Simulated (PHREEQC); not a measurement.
## Acid rinse or clean: speciation

Consider water at 25 °C with 0.14 mol HCl and 0.0051 mol ZnSO4 per kg of water. Closed to the air; pH follows from the charge balance.

Computed with PHREEQC (ion-association model, phreeqc.dat).

No solid was allowed to form.

### Question
Predict the pH, specific conductance, density.

### Answer
pH 0.96; specific conductance 47600 µS/cm; density 1.000 g/cm³.

### Question
In which forms is S present?

### Answer
HSO4- 80 %, SO4-2 18 %, ZnSO4 1.9 % of the S.

Species that the database lacks are ignored.
